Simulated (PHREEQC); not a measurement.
0.2 g of hydrous ferric oxide (600 m²/g; 0.2 weak and 0.005 strong sites per Fe, Dzombak-Morel constants, diffuse double layer) in 1 kg of water with 0.1 mol/kgw of an inert sodium salt and 1.2e-05 mol/kgw NiCl2, at 25 °C; the pH is set by adding NaOH or the inert anion's acid. Oxygen alone is held at its pressure in air (log pO2 = -0.68). CO2 from the air is kept out. No solid was allowed to form.

Equilibrium calculation in PHREEQC: ion-association model, wateq4f.dat.

| pH | Ni sorbed (%) | surface charge σ (C/m²) | surface potential ψ (mV) |
|---|---|---|---|
| 4 | 0.0 | 0.321 | 147 |
| 4.38 | 0.0 | 0.285 | (withheld) |
| 4.75 | 0.1 | 0.244 | 133 |
| 5.12 | 0.5 | 0.201 | 123 |
| 5.5 | 2.3 | 0.159 | (withheld) |
| 5.88 | 9.0 | 0.122 | 98 |
| 6.25 | 26.2 | 0.092 | 84 |
| 6.62 | 52.0 | 0.067 | 70 |
| 7 | 76.4 | 0.046 | 54 |
| 7.38 | 91.9 | 0.029 | 37 |
| 7.75 | 97.9 | (withheld) | (withheld) |
| 8.12 | 99.5 | (withheld) | 2 |
| 8.5 | 99.9 | -0.012 | -16 |
| 8.88 | 100.0 | -0.027 | -34 |
| 9.25 | 100.0 | -0.044 | -51 |
| 9.62 | 100.0 | -0.064 | -67 |
| 10 | 100.0 | -0.090 | -83 |

Some entries are withheld; supply them.


- 4.38, surface potential ψ (mV): 141
- 5.5, surface potential ψ (mV): 111
- 7.75, surface charge σ (C/m²): 0.015
- 7.75, surface potential ψ (mV): 20
- 8.12, surface charge σ (C/m²): 0.001
